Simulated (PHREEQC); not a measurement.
1 kg of water holding 0.48 mol/kgw NaCl, 0.61 mol/kgw NaOH, 0.62 mol/kgw Na2SO4 and 0.55 mol/kgw Na2CO3 is evaporated at 25 °C; the solids stay in contact with the brine. CO2 is held at log p = -3.4 (atm). Solids allowed: Burkeite, Halite, Mirabilite, Nahcolite, Natron, Thenardite, Trona. Others were left out.

Computed with PHREEQC (Pitzer model, pitzer.dat).

| water left (kg) | ionic strength | water activity | Trona (mol) | Thenardite (mol) | Mirabilite (mol) | Cl in solution (mol/kgw) |
|---|---|---|---|---|---|---|
| 1.004 | 4.79 | 0.931 | 0 | 0 | 0 | 0.478 |
| 0.8257 | [?] | [?] | 0 | 0 | 0 | 0.581 |
| 0.6794 | 7.09 | 0.895 | 0 | 0 | 0 | 0.706 |
| 0.5592 | 8.62 | 0.868 | 0 | 0 | 0 | 0.858 |
| 0.4596 | [?] | [?] | [?] | 0 | 0 | 1.04 |
| 0.3712 | 10.8 | 0.819 | 0.182 | 0 | 0 | 1.29 |
| 0.2952 | 11.0 | 0.805 | [?] | [?] | 0.0238 | 1.63 |
| 0.2419 | [?] | 0.799 | 0.362 | 0.226 | 0 | 1.98 |
| 0.1944 | 10.1 | 0.791 | 0.419 | 0.342 | 0 | 2.47 |
| 0.1554 | 9.65 | 0.779 | 0.464 | 0.433 | 0 | 3.09 |

**Question.** What belongs in the gaps?

**Answer.** 
- 0.8257, ionic strength: 5.83
- 0.8257, water activity: 0.916
- 0.4596, ionic strength: 10.3
- 0.4596, water activity: 0.835
- 0.4596, Trona (mol): 0.0162
- 0.2952, Trona (mol): 0.298
- 0.2952, Thenardite (mol): 0.0698
- 0.2419, ionic strength: 10.6

Complexes and solids missing from the database can't appear.
